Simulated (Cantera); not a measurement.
Mixture: H2 : O2 : N2 = 1 : 0.333 : 1.25 (molar parts), at 975 Torr, adiabatic and at constant pressure. Ignition delay is the time to a rise of 400 K.

Cantera simulation using the H2/O2 subset of GRI-Mech 3.0, which has no nitrogen chemistry; the numbers are that mechanism's predictions, not measurements.

**Question.** At T0 = 1050 K, what is the delay, and which 5 reactions control it most (d ln τ / d ln k, from doubling and halving each rate constant)?

**Answer.** The delay is 0.142 ms.
```tsv
reaction	d ln τ / d ln k	faster rate
H + O2 <=> O + OH	-2.25	shortens it
H + O2 + M <=> HO2 + M	0.63	lengthens it
H + O2 + N2 <=> HO2 + N2	0.49	lengthens it
H2 + O <=> H + OH	-0.12	shortens it
H + HO2 <=> 2 OH	-0.09	shortens it
```
